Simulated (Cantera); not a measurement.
**Thermodynamics of fluorocarbon and chlorocarbon gases, feed c-C4F8 + HCl**

Feed: 1 mol c-C4F8, 0.048 mol HCl, at 6100 Pa.

Equilibrium computed with Cantera from the NASA thermochemical tables; the gas is ideal and each condensed phase is pure. Candidate condensed phases: C, C6H6, C7H8, C8H18; 135 gas species. Ions and electrons are included (thermal ionisation). The feed counts by its element totals alone. Gases not in the tables: C2F6 and larger saturated fluorocarbons. Kinetics and transport are ignored.

```
T (°C)    x F       x C     x CF2     x CF      x C3      x C2     x Cl      x HF  n C(graphite)
------  -----  --------  --------  -------  --------  --------  -------  --------  -------------
2727    0.710  0.000831     0.186   0.0821   0.00511  0.000520  0.00705   0.00703           2.04
2977    0.718   0.00745    0.0608    0.134    0.0594   0.00634  0.00587   0.00574          0.688
3227    0.736    0.0269    0.0132    0.113    0.0812    0.0164  0.00528   0.00477              0
3477    0.739    0.0703   0.00291   0.0824    0.0667    0.0275  0.00498   0.00352              0
3727    0.718     0.145  0.000642   0.0536    0.0395    0.0342  0.00464   0.00192              0
3977    0.689     0.229  0.000137   0.0301    0.0144    0.0288  0.00432  0.000824              0
4227    0.672     0.284   2.94e-5   0.0151   0.00336    0.0170  0.00412  0.000338              0
4477    0.665     0.310   6.81e-6  0.00736  0.000657   0.00850  0.00404  0.000148              0
4727    0.663     0.321   1.77e-6  0.00371  0.000133   0.00418  0.00400   6.93e-5              0
```
x: gas mole fraction; n: condensed amount in mol.

From 2727 °C to 2977 °C the condensed part is C(graphite). From 3227 °C to 4727 °C nothing is condensed. The main C-bearing gas is CF2 at 2727 °C and C at 4727 °C.
